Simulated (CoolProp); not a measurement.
Vapour-liquid equilibrium of carbon dioxide (1) + n-butane (2) at 222.2 K; x and y are mole fractions of (1).

The numbers come from the multi-fluid Helmholtz-energy mixture model, Span 1996 and Bücker 2006; pair parameters Kunz 2012 in CoolProp.

Q: Give the bubble pressure and the first vapour's composition at x = 0.15, 0.35, 0.85. Is there an azeotrope?

A: x = 0.15: 0.2597 MPa, y = 0.967; x = 0.35: 0.4528 MPa, y = 0.982; x = 0.85: 0.5850 MPa, y = 0.991. No azeotrope shows between x = 0.05 and 0.95.

The pair parameters rest on a limited set of measurements; away from them the model extrapolates. With so large a gap from Raoult's law the liquid may split in two, which this calculation doesn't test in full.
